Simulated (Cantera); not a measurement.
Ignition delay

Mixture: H2 : O2 : N2 = 1 : 0.877 : 3.3 (molar parts), equivalence ratio 0.57, at 7500 Torr, adiabatic and at constant volume. Ignition delay is the time to a rise of 400 K.

Detailed kinetics in Cantera: GRI-Mech 3.0 (53 species, 325 reactions). The hydrogen kinetics of GRI-Mech 3.0 are dated; newer H2 mechanisms differ, most at raised pressure.

```tsv
T0 (K)	delay (ms)
1150	0.311
1225	0.0237
1300	0.00501
1375	0.00273
1450	0.00184
```

| Quantity | Result |
|---|---|
| apparent activation energy between 1300 and 1450 K | 100 kJ/mol |
